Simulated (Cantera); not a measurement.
A closed system holds: 1 mol C2H4, 1.5 mol H2, 0.19 mol N2, held at 42.0 Pa.

Method: chemical equilibrium by Gibbs-energy minimisation in Cantera with the NASA 1993 tables (ideal gas, pure condensed phases). Candidate condensed phases: C, C6H6, C7H8, C8H18; 92 gas species. Rates play no part.

x: gas mole fraction; n: condensed amount in mol.

```tsv
T (°C)	x H2	x H	x N2	x CH4	n C(graphite)
350	0.929	<1e-12	0.0524	0.0185	1.93
550	0.948	3.49e-10	0.0515	0.000352	2.00
750	0.948	1.97e-7	0.0515	2.83e-5	2.00
950	0.948	1.43e-5	0.0515	5.03e-6	2.00
1150	0.948	(withheld)	0.0514	(withheld)	2.00
1350	0.945	(withheld)	0.0511	(withheld)	2.00
1550	0.928	0.0204	0.0502	2.58e-7	1.99
1750	0.862	0.0860	0.0475	1.25e-7	1.98
1950	0.690	0.260	0.0418	5.01e-8	1.96
2150	0.405	0.550	0.0333	1.17e-8	1.92
2350	0.151	0.800	0.0258	1.20e-9	1.73
```

Q: Complete the blanks.

A: 
- 1150, x H: 0.000316
- 1150, x CH4: 1.44e-6
- 1350, x H: 0.00328
- 1350, x CH4: 5.56e-7
